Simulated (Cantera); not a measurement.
A Cantera script and what it prints.

```python
import numpy as np
import cantera as ct

gas_names = [...]  # 87 gases of nasa_gas.yaml made of C, H, Si
cond_names = """
    C(gr) C6H6(L) C7H8(L) C8H18(L),n-octa Si(cr) Si(L) SiC(b)
""".split()


# ... load() reads the species with a 1 bar reference pressure and builds the phases ...
atoms = {
    'CH3SiH3': {'C': 1, 'H': 6, 'Si': 1},
    'C2H2': {'C': 2, 'H': 2},
    'H2': {'H': 2},
}
top_T = {'C(gr)': 4500, 'SiC(b)': 3050}  # K; cautious upper limits of use, not melting points


# ... equilibrate(T, P, feed) seeds the gas with the atoms and calls Mixture.equilibrate('TP', solver="vcs", rtol=1e-11, max_steps=5000) ...
results = []
feed = {'CH3SiH3': 1, 'C2H2': 0.16, 'H2': 140}  # mol
P = 1300  # Pa
for T in [1948, 1998, 2048, 2098, 2148, 2198, 2248, 2298, 2348]:
    mix = equilibrate(T, P, feed)
    results.append((T, P, feed, dict(zip(mix.species_names, mix.species_moles))))

top = {s: max(r[3][s] / sum(r[3][g] for g in gas_names) for r in results) for s in gas_names}
cols = sorted((s for s in top if top[s] > 1e-05), key=lambda s: -top[s])[:5]
seen = [c for c in cond_names if any(r[3].get(c, 0) > 1e-12 for r in results)]
print("log10 of partial pressures in bar; condensed amounts in mol")
print(f"{'T/K':>10s}" + "".join(f"{s[:9]:>10s}" for s in cols + seen))
for T, P, feed, n in results:
    ng = sum(n[g] for g in gas_names)
    print(f"{T:10.4g}" + "".join(f"{np.log10(max(n[s] / ng * P / 1e5, 1e-99)):10.3f}" for s in cols)
          + "".join(f"{n.get(c, 0):10.4g}" for c in seen))
```

Result:

```
log10 of partial pressures in bar; condensed amounts in mol
       T/K        H2         H        Si C2H2,acet      SiC2     C(gr)    SiC(b)
      1948    -1.891    -3.892    -5.981    -5.159    -7.472    0.1783     0.986
      1998    -1.893    -3.741    -5.636    -5.013    -7.023    0.1316    0.9691
      2048    -1.895    -3.598    -5.307    -4.875    -6.596   0.08065    0.9336
      2098    -1.899    -3.461    -4.995    -4.744    -6.190   0.03514    0.8615
      2148    -1.904    -3.332    -4.698    -4.621    -5.803   0.01494    0.7189
      2198    -1.910    -3.209    -4.414    -4.506    -5.434   0.05784    0.4433
      2248    -1.918    -3.093    -4.172    -4.398    -5.112    0.1726         0
      2298    -1.927    -2.982    -4.162    -4.331    -5.060         0         0
      2348    -1.938    -2.877    -4.151    -4.332    -5.072         0         0
```

These are equilibrium values from Cantera (NASA tables, ideal gas, pure condensed phases), not measurements of a reactor. The feed counts by its element totals alone. Gases not in the tables: Si2H6 and higher silanes.
